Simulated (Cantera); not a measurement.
What does this Cantera script print?

```python
import numpy as np
import cantera as ct

gas = ct.Solution("gri30.yaml")
gas.TPX = 350, 220000, {'C3H8': 1, 'O2': 3.33, 'N2': 12.5}
inlet = ct.Reservoir(gas, clone=True)
gas.equilibrate("HP")  # start burning
reactor = ct.IdealGasConstPressureReactor(gas, energy="on", clone=False)
exhaust = ct.Reservoir(gas, clone=True)
tau = [0.24, 0.099, 0.041, 0.017, 0.007, 0.0029, 0.0012, 0.0005, 0.00021, 8.5e-05, 3.5e-05, 1.4e-05, 6e-06][0]
for a, b in ((inlet, reactor), (reactor, exhaust)):
    ct.MassFlowController(a, b, mdot=lambda t: reactor.mass / tau)
net = ct.ReactorNet([reactor])
show = ['C3H8', 'O2', 'N2O', 'CO2', 'H2O']

rows = []
print(f"{'tau/s':>10s}{'T/K':>9s}" + "".join(f"{s:>11s}" for s in show))
for tau in [0.24, 0.099, 0.041, 0.017, 0.007, 0.0029, 0.0012, 0.0005, 0.00021, 8.5e-05, 3.5e-05, 1.4e-05, 6e-06]:
    net.initial_time = 0.0
    net.advance(30 * tau)
    before = gas.X
    net.advance(40 * tau)
    drift = np.max(np.abs(gas.X - before) / (gas.X + 1e-9))
    rows.append([gas.T, *gas[show].X, drift])
    print(f"{tau:10.3e}{gas.T:9.1f}" + "".join(f"{x:11.3e}" for x in gas[show].X))
```

It prints:

```
     tau/s      T/K       C3H8         O2        N2O        CO2        H2O
 2.400e-01   2008.4  2.189e-07  4.864e-05  6.721e-09  4.874e-02  1.396e-01
 9.900e-02   2008.5  5.066e-07  1.048e-04  1.255e-08  4.901e-02  1.400e-01
 4.100e-02   2008.2  1.147e-06  2.172e-04  2.202e-08  4.939e-02  1.407e-01
 1.700e-02   2006.5  2.534e-06  4.292e-04  3.558e-08  4.975e-02  1.415e-01
 7.000e-03   2001.9  5.491e-06  8.156e-04  5.199e-08  4.991e-02  1.423e-01
 2.900e-03   1992.8  1.165e-05  1.504e-03  6.574e-08  4.965e-02  1.429e-01
 1.200e-03   1975.5  2.497e-05  2.792e-03  6.820e-08  4.864e-02  1.432e-01
 5.000e-04   1941.8  5.712e-05  5.472e-03  5.361e-08  4.616e-02  1.430e-01
 2.100e-04   1845.3  1.886e-04  1.397e-02  2.849e-08  3.885e-02  1.400e-01
 8.500e-05    350.0  5.942e-02  1.979e-01  1.257e-21  1.188e-15  4.537e-15
 3.500e-05    350.0  5.942e-02  1.979e-01  3.408e-23  3.218e-17  1.230e-16
 1.400e-05    350.0  5.942e-02  1.979e-01  1.768e-25  1.670e-19  6.381e-19
 6.000e-06    350.0  5.942e-02  1.979e-01  1.117e-26  1.055e-20  4.031e-20
```

Cantera simulation using GRI-Mech 3.0 (53 species, 325 reactions); the numbers are that mechanism's predictions, not measurements. GRI-Mech 3.0 was tuned for natural gas; its chemistry of propane as a main component is partial and can be far from experiment.
